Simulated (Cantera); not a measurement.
A Cantera script and its output.

```python
import numpy as np
import cantera as ct

gas = ct.Solution("gri30.yaml")
gas.TPX = 1098, 25000, {'CO': 0.022, 'O2': 0.0032, 'H2O': 0.0011, 'N2': 1}
reactor = ct.IdealGasConstPressureReactor(gas, energy="off", clone=False)
net = ct.ReactorNet([reactor])
net.rtol, net.atol = 1e-08, 1e-18
show = ['CO', 'O2', 'H2O', 'NO', 'CO2', 'N2O']
times = np.geomspace(7e-05, 2, 13)

steps = ct.SolutionArray(gas, extra=["t"])
rows = []
print(f"{'t/s':>10s}{'T/K':>9s}{'P/Pa':>11s}" + "".join(f"{s:>11s}" for s in show))
for t in times:
    while net.time < t:
        t_next = net.step()
        steps.append(gas.state, t=t_next)
    rows.append([np.interp(t, steps.t, y) for y in (steps.T, steps.P, *steps(*show).X.T)])
    print(f"{t:10.3e}{rows[-1][0]:9.1f}{rows[-1][1]:11.4g}" + "".join(f"{x:11.3e}" for x in rows[-1][2:]))
rate = np.gradient(steps.T, steps.t)
print("integrator steps:", len(steps.t))
if steps.T.max() > steps.T[0] + 200:
    print(f"time of steepest temperature rise: {steps.t[rate.argmax()]:.4e} s")
gas.TPX = 1098, 25000, {'CO': 0.022, 'O2': 0.0032, 'H2O': 0.0011, 'N2': 1}
gas.equilibrate("TP")
print(f"equilibrium (TP): T = {gas.T:.1f} K  " + "  ".join(f"{s} {gas[s].X[0]:.3e}" for s in show))
```

It prints:

```
       t/s      T/K       P/Pa         CO         O2        H2O         NO        CO2        N2O
 7.000e-05   1098.0    2.5e+04  2.144e-02  3.118e-03  1.072e-03  1.006e-22  9.819e-12  5.991e-18
 1.646e-04   1098.0    2.5e+04  2.144e-02  3.118e-03  1.072e-03  6.020e-22  2.314e-11  3.198e-17
 3.870e-04   1098.0    2.5e+04  2.144e-02  3.118e-03  1.072e-03  3.820e-21  5.481e-11  1.742e-16
 9.101e-04   1098.0    2.5e+04  2.144e-02  3.118e-03  1.072e-03  2.457e-20  1.314e-10  9.543e-16
 2.140e-03   1098.0    2.5e+04  2.144e-02  3.118e-03  1.072e-03  1.505e-19  3.267e-10  5.222e-15
 5.032e-03   1098.0    2.5e+04  2.144e-02  3.118e-03  1.072e-03  8.872e-19  9.110e-10  2.903e-14
 1.183e-02   1098.0    2.5e+04  2.144e-02  3.118e-03  1.072e-03  5.957e-18  3.684e-09  1.874e-13
 2.782e-02   1098.0    2.5e+04  2.144e-02  3.118e-03  1.072e-03  1.001e-16  4.300e-08  2.531e-12
 6.542e-02   1098.0    2.5e+04  2.143e-02  3.112e-03  1.071e-03  9.375e-13  8.711e-06  4.973e-10
 1.538e-01   1098.0    2.5e+04  1.531e-02  2.332e-04  4.340e-04  1.003e-06  6.173e-03  2.632e-08
 3.617e-01   1098.0    2.5e+04  1.448e-02  2.433e-08  3.028e-04  1.211e-06  7.026e-03  7.839e-11
 8.506e-01   1098.0    2.5e+04  1.450e-02  1.782e-09  3.245e-04  1.180e-06  7.005e-03  2.282e-10
 2.000e+00   1098.0    2.5e+04  1.451e-02  2.336e-10  3.357e-04  1.120e-06  6.994e-03  1.116e-09
integrator steps: 1806
equilibrium (TP): T = 1098.0 K  CO 1.452e-02  O2 1.492e-18  H2O 3.506e-04  NO 2.492e-13  CO2 6.980e-03  N2O 1.044e-17
```

Detailed kinetics in Cantera: GRI-Mech 3.0 (53 species, 325 reactions).
